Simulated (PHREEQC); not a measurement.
1.6 g of hydrous ferric oxide (600 m²/g; 0.2 weak and 0.005 strong sites per Fe, Dzombak-Morel constants, diffuse double layer) in 1 kg of water with 0.01 mol/kgw of an inert sodium salt and 0.0014 mol ZnCl2 and 3.4e-05 mol NaF, at 25 °C; the pH is set by adding NaOH or the inert anion's acid. O2 is buffered at 0.21 atm. CO2 from the air is kept out. No solid was allowed to form.

Equilibrium calculation in PHREEQC: ion-association model, wateq4f.dat.

```json
[
 {"pH": "4", "Zn sorbed (%)": "0.2", "F sorbed (%)": "98.9", "surface charge σ (C/m²)": "0.235"},
 {"pH": "4.67", "Zn sorbed (%)": "2.0", "F sorbed (%)": "98.0", "surface charge σ (C/m²)": "0.159"},
 {"pH": "5.33", "Zn sorbed (%)": "6.9", "F sorbed (%)": "95.6", "surface charge σ (C/m²)": "0.101"},
 {"pH": "6", "Zn sorbed (%)": "21.7", "F sorbed (%)": "89.4", "surface charge σ (C/m²)": "0.062"},
 {"pH": "6.67", "Zn sorbed (%)": "60.0", "F sorbed (%)": "78.6", "surface charge σ (C/m²)": "0.045"},
 {"pH": "7.33", "Zn sorbed (%)": "88.9", "F sorbed (%)": "57.5", "surface charge σ (C/m²)": "0.033"},
 {"pH": "8.67", "Zn sorbed (%)": "99.7", "F sorbed (%)": "8.0", "surface charge σ (C/m²)": "0.007"},
 {"pH": "9.33", "Zn sorbed (%)": "99.8", "F sorbed (%)": "2.0", "surface charge σ (C/m²)": "-0.003"},
 {"pH": "10", "Zn sorbed (%)": "99.7", "F sorbed (%)": "0.5", "surface charge σ (C/m²)": "-0.013"},
 {"pH": "10.67", "Zn sorbed (%)": "99.5", "F sorbed (%)": "0.1", "surface charge σ (C/m²)": "-0.029"},
 {"pH": "11.33", "Zn sorbed (%)": "98.1", "F sorbed (%)": "0.0", "surface charge σ (C/m²)": "-0.053"},
 {"pH": "12", "Zn sorbed (%)": "84.4", "F sorbed (%)": "0.0", "surface charge σ (C/m²)": "-0.107"}
]
```

Along this series the solution becomes supersaturated in solids that the run did not let form, among them Zn(OH)2-e.
